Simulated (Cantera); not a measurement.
A Cantera script and what it prints.

```python
import numpy as np
import cantera as ct

gas_names = """
    H HNO HNO2 HNO3 HO2 H2 H2O H2O2 Hg N NH NH2 NH3 NH2OH NO NO2 NO3 N2 N2H2 N2H4 N2O O OH O2 O3
""".split()
cond_names = """
    H2O(s) H2O(L) Hg(cr) Hg(L) HgO(s)
""".split()


# ... load() reads the species with a 1 bar reference pressure and builds the phases ...
atoms = {
    'Hg': {'Hg': 1},
    'H2': {'H': 2},
    'N2': {'N': 2},
    'O2': {'O': 2},
}
top_T = {}  # K; cautious upper limits of use, not melting points


# ... equilibrate(T, P, feed) seeds the gas with the atoms and calls Mixture.equilibrate('TP', solver="vcs", rtol=1e-11, max_steps=5000) ...
results = []
feed = {'Hg': 1, 'H2': 0.71, 'N2': 7.3, 'O2': 1.8}  # mol
P = 330000  # Pa
for T in [598, 698, 798, 898, 998, 1098, 1198, 1298, 1398, 1498]:
    mix = equilibrate(T, P, feed)
    results.append((T, P, feed, dict(zip(mix.species_names, mix.species_moles))))
    x = sorted(zip(gas.X, gas.species_names), reverse=True)
    print(f"T = {T:g} K  P = {P:g} Pa  gas = {mix.phase_moles(0):.4g} mol")
    print("   x: " + "  ".join(f"{s} {v:.3e}" for v, s in x if v > 1e-05))
    print("   condensed (mol): " + ("  ".join(f"{mix.phase(i).name} {mix.phase_moles(i):.4g}"
          for i in range(1, mix.n_phases) if mix.phase_moles(i) > 1e-12) or "none"))
```

Result:

```
T = 598 K  P = 330000 Pa  gas = 8.973 mol
   x: N2 8.136e-01  O2 1.060e-01  H2O 7.913e-02  Hg 1.333e-03
   condensed (mol): HgO(s) 0.988
T = 698 K  P = 330000 Pa  gas = 10.22 mol
   x: N2 7.142e-01  O2 1.338e-01  Hg 8.261e-02  H2O 6.946e-02
   condensed (mol): HgO(s) 0.1556
T = 798 K  P = 330000 Pa  gas = 10.45 mol
   x: N2 6.982e-01  O2 1.382e-01  Hg 9.565e-02  H2O 6.791e-02
   condensed (mol): none
T = 898 K  P = 330000 Pa  gas = 10.45 mol
   x: N2 6.982e-01  O2 1.382e-01  Hg 9.565e-02  H2O 6.791e-02
   condensed (mol): none
T = 998 K  P = 330000 Pa  gas = 10.45 mol
   x: N2 6.982e-01  O2 1.382e-01  Hg 9.565e-02  H2O 6.791e-02  NO 2.337e-05
   condensed (mol): none
T = 1098 K  P = 330000 Pa  gas = 10.45 mol
   x: N2 6.982e-01  O2 1.382e-01  Hg 9.565e-02  H2O 6.791e-02  NO 6.373e-05
   condensed (mol): none
T = 1198 K  P = 330000 Pa  gas = 10.45 mol
   x: N2 6.982e-01  O2 1.381e-01  Hg 9.565e-02  H2O 6.791e-02  NO 1.470e-04
   condensed (mol): none
T = 1298 K  P = 330000 Pa  gas = 10.45 mol
   x: N2 6.981e-01  O2 1.381e-01  Hg 9.565e-02  H2O 6.791e-02  NO 2.982e-04
   condensed (mol): none
T = 1398 K  P = 330000 Pa  gas = 10.46 mol
   x: N2 6.980e-01  O2 1.379e-01  Hg 9.565e-02  H2O 6.790e-02  NO 5.465e-04  OH 1.661e-05
   condensed (mol): none
T = 1498 K  P = 330000 Pa  gas = 10.46 mol
   x: N2 6.978e-01  O2 1.377e-01  Hg 9.565e-02  H2O 6.789e-02  NO 9.234e-04  OH 4.229e-05
   condensed (mol): none
```

Equilibrium computed with Cantera from the NASA thermochemical tables; the gas is ideal and each condensed phase is pure.
